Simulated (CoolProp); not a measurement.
Vapour-liquid equilibrium of propane (1) + c-C4F8 (RC318) (2) at 63.45 °C; x and y are mole fractions of (1).

Model: multi-fluid Helmholtz-energy mixture model, Lemmon 2009 and Platzer 1990; pair parameters Bell 2016, in CoolProp. This equation is an older, rougher fit; its heat capacities, sound speeds and derivatives of the liquid may be far off and weren't checked against measurements.

```json
[
 {"x": "0.05", "bubble pressure, mixture model (MPa)": "[?]", "bubble pressure, Raoult's law (MPa)": "0.9816", "y, mixture model": "0.146", "y, Raoult's law": "0.116"},
 {"x": "0.15", "bubble pressure, mixture model (MPa)": "1.331", "bubble pressure, Raoult's law (MPa)": "1.117", "y, mixture model": "0.340", "y, Raoult's law": "0.305"},
 {"x": "0.25", "bubble pressure, mixture model (MPa)": "1.563", "bubble pressure, Raoult's law (MPa)": "1.253", "y, mixture model": "0.463", "y, Raoult's law": "0.453"},
 {"x": "0.35", "bubble pressure, mixture model (MPa)": "1.756", "bubble pressure, Raoult's law (MPa)": "1.389", "y, mixture model": "0.550", "y, Raoult's law": "0.572"},
 {"x": "0.45", "bubble pressure, mixture model (MPa)": "1.915", "bubble pressure, Raoult's law (MPa)": "1.524", "y, mixture model": "[?]", "y, Raoult's law": "0.670"},
 {"x": "0.55", "bubble pressure, mixture model (MPa)": "[?]", "bubble pressure, Raoult's law (MPa)": "1.660", "y, mixture model": "0.677", "y, Raoult's law": "0.752"},
 {"x": "0.65", "bubble pressure, mixture model (MPa)": "2.150", "bubble pressure, Raoult's law (MPa)": "1.796", "y, mixture model": "0.734", "y, Raoult's law": "0.822"},
 {"x": "0.75", "bubble pressure, mixture model (MPa)": "2.231", "bubble pressure, Raoult's law (MPa)": "1.932", "y, mixture model": "0.794", "y, Raoult's law": "0.882"},
 {"x": "0.85", "bubble pressure, mixture model (MPa)": "2.281", "bubble pressure, Raoult's law (MPa)": "2.067", "y, mixture model": "0.863", "y, Raoult's law": "0.934"},
 {"x": "0.95", "bubble pressure, mixture model (MPa)": "2.289", "bubble pressure, Raoult's law (MPa)": "2.203", "y, mixture model": "0.948", "y, Raoult's law": "0.979"}
]
```

### Question
What belongs in the gaps?

### Answer

- 0.05, bubble pressure, mixture model (MPa): 1.060
- 0.45, y, mixture model: 0.618
- 0.55, bubble pressure, mixture model (MPa): 2.045

The largest gap from Raoult's law is +26.4 % in bubble pressure, at x = 0.35. y crosses x between x = 0.85 and 0.95: the model has an azeotrope there.

The pair parameters rest on a limited set of measurements; away from them the model extrapolates.
